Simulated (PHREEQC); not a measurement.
A PHREEQC input (ion-association model, phreeqc.dat):

```
SOLUTION 1
  temp 25
  units g/L
  pH 7.51
  pe 12.6
  Na 82.5
  K 34.1
  Ca 154
  Mg 135
  Cl 241
  S(6) 290 as SO4
  Alkalinity 670 as HCO3
  Si 3.39 as SiO2
  F 0.0808
END
USE solution 1
EQUILIBRIUM_PHASES 1
  Quartz 0 0.5
  Fluorite 0 0
  CO2(g) -2 10
END
```

It stops with these messages:

```
ERROR: Solute mass exceeds solution mass in conversion from /kgs to /kgw.
ERROR: Program terminating due to input errors.
```

The fault: the units line changed with the numbers kept. The line should read `units mg/L` where the input has `units g/L`. With the mend the run ends at pH 7.76 and ionic strength 0.0308 mol/kgw.
